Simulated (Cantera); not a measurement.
Source: NASA polynomial tables (part measured, part estimated), evaluated in Cantera. Values are per mole of reaction as written; species without (g) are pure solids or liquids, kept so even where they would boil at 1 bar. ZrN: taken at fixed stoichiometry.

2 H2O2(g) + 2 ZrN = 2 ZrO2(g) + 2 H2(g) + N2(g), with ΔH° = 430.8 kJ and ΔS° = 453.6 J/K at 300 K.

How far is the shortcut ΔG° ≈ ΔH°(300 K) − T·ΔS°(300 K) from the full temperature-dependent value at 2623, 2698, 2773, 2848, 2923 K?


```json
[
 {"T (K)": "2623", "shortcut (kJ)": "-759.1", "full (kJ)": "-715.0", "difference (kJ)": "-44.1", "difference in log10 K": "0.88"},
 {"T (K)": "2698", "shortcut (kJ)": "-793.2", "full (kJ)": "-745.5", "difference (kJ)": "-47.7", "difference in log10 K": "0.92"},
 {"T (K)": "2773", "shortcut (kJ)": "-827.2", "full (kJ)": "-775.9", "difference (kJ)": "-51.3", "difference in log10 K": "0.97"},
 {"T (K)": "2848", "shortcut (kJ)": "-861.2", "full (kJ)": "-806.1", "difference (kJ)": "-55.2", "difference in log10 K": "1.01"},
 {"T (K)": "2923", "shortcut (kJ)": "-895.2", "full (kJ)": "-836.2", "difference (kJ)": "-59.1", "difference in log10 K": "1.06"}
]
```
The shortcut ignores the heat-capacity change of the reaction.
